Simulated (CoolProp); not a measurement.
100 sccm (0 °C, 1 atm) of nitrogen bubbles through liquid m-xylene at 354.4 K and leaves saturated at a total pressure of 0.146 MPa (ideal gas phase). Each further row changes one setting.

Computed with CoolProp (reference Helmholtz-energy equation of state, Zhou 2012).

| case | vapour pressure (kPa) | mole fraction of vapour | delivery (mg/min) | delivery (sccm) | change of delivery for a bath 1 K warmer (%) |
|---|---|---|---|---|---|
| as stated | 15.9 | 0.109 | ? | 12.2 | 4.4 |
| bath temperature 359.4 K | 19.1 | ? | 71.5 | 15.1 | 4.4 |
| total pressure 0.292 MPa | 15.9 | 0.0543 | ? | 5.74 | 4.1 |

Complete the blanks.


- as stated, delivery (mg/min): 57.7
- bath temperature 359.4 K, mole fraction of vapour: 0.131
- total pressure 0.292 MPa, delivery (mg/min): 27.2
